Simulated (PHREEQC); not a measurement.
## Polishing slurry liquid: speciation

Solution (35 °C): 0.087 mol/kgw TMAH and 7.2e-06 mol/kgw CO2. Closed to the air; pH follows from the charge balance.

Model: ion-association model, phreeqc.dat, run in PHREEQC.

| Quantity | Value |
|---|---|
| pH | 12.51 |
| ionic strength | 0.0870 mol/kgw |
| total alkalinity | 87.0 meq/kg |

```tsv
species	molality	activity	log γ
(CH3)4N+	0.0870	0.0675	-0.110
OH-	0.0870	0.0669	-0.114
CO3-2	7.18e-6	2.85e-6	-0.401
HCO3-	2.00e-8	1.59e-8	-0.100
```

This is a speciation only: nothing precipitates in the calculation. (CH3)4N+ isn't in the database: it is added as a free cation with an ion size of 4 Å.
